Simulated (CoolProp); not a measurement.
Model: reference Helmholtz-energy equation of state, Gao 2022, in CoolProp.

Question: Give the vapour pressure (MPa), liquid density (kg/m³), vapour density (kg/m³), enthalpy of vaporisation (kJ/kg) of saturated n-perfluoropentane at 266.7, 385.7 K.

Answer: 
```json
[
 {"T (K)": "266.7", "p (MPa)": "0.0220", "liquid density (kg/m³)": "1700", "vapour density (kg/m³)": "2.90", "enthalpy of vaporisation (kJ/kg)": "100"},
 {"T (K)": "385.7", "p (MPa)": "1.02", "liquid density (kg/m³)": "1220", "vapour density (kg/m³)": "133", "enthalpy of vaporisation (kJ/kg)": "56.0"}
]
```
